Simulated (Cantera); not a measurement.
# Roasting and sulfation: MgCO₃ + H₂S + H₂O

A closed system holds: 1 mol MgCO₃, 0.12 mol H₂S, 1.2 mol H₂O, held at 0.133 bar.

Method: chemical equilibrium by Gibbs-energy minimisation in Cantera with the NASA 1993 tables (ideal gas, pure condensed phases). Candidate condensed phases: C, C₆H₆, C₇H₈, C₈H₁₈, H₂O, H₂SO₄, Mg, MgCO₃, MgO, Mg(OH)₂, MgS, MgSO₄, S; 130 gas species. Gases not in the tables: S₃ to S₇. Kinetics and transport are ignored.

```tsv
T (K)	x H₂O	x CO₂	x CO	x H₂S	x H₂	x SO₂	n MgO(s)
950	0.515	0.424	0.00398	0.0424	0.00866	0.00210	1.00
1000	0.514	0.420	0.00667	0.0386	0.0117	0.00316	1.00
1050	0.514	0.415	0.0104	0.0342	0.0152	0.00464	1.00
1100	0.513	0.409	0.0153	0.0294	0.0189	0.00664	1.00
1150	0.512	0.402	0.0213	0.0246	0.0228	0.00924	1.00
1200	0.510	0.393	0.0283	0.0201	0.0267	0.0125	1.00
1250	0.508	0.383	0.0361	0.0160	0.0306	0.0164	1.00
1300	0.506	0.373	0.0446	0.0124	0.0343	0.0207	1.00
1350	0.503	0.363	0.0535	0.00943	0.0378	0.0254	1.00
1400	0.500	0.352	0.0625	0.00694	0.0409	0.0302	1.00
```
x: gas mole fraction; n: condensed amount in mol.

From 950 K to 1400 K the condensed part is MgO(s).
